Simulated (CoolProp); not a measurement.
Saturated liquid density (kg/m³) of carbonyl sulfide: the reference equation beside estimates from Tc = 378.8 K, pc = 6369 kPa, ω = 0.098. Rackett uses Z = 0.29056 − 0.08775 ω.

Model: reference Helmholtz-energy equation of state, Lemmon 2006, in CoolProp. It is a short technical equation, of lower accuracy than the large ones.

| T (K) | reference | Rackett | Soave-Redlich-Kwong |
|---|---|---|---|
| 197 | 1228 | 1202 | 1167 |
| 200.9 | 1220 | 1195 | 1160 |
| 204.8 | 1212 | 1187 | 1152 |
| 208.8 | 1204 | 1179 | 1144 |
| 212.7 | 1196 | 1171 | 1137 |
| 216.6 | 1188 | 1164 | 1129 |
| 220.5 | 1180 | 1156 | 1121 |
| 224.4 | 1171 | 1147 | 1112 |

Absolute difference from the reference over all 8 rows, mean and median: Rackett 2.1 and 2.1 %, Soave-Redlich-Kwong 5.0 and 5.0 %.
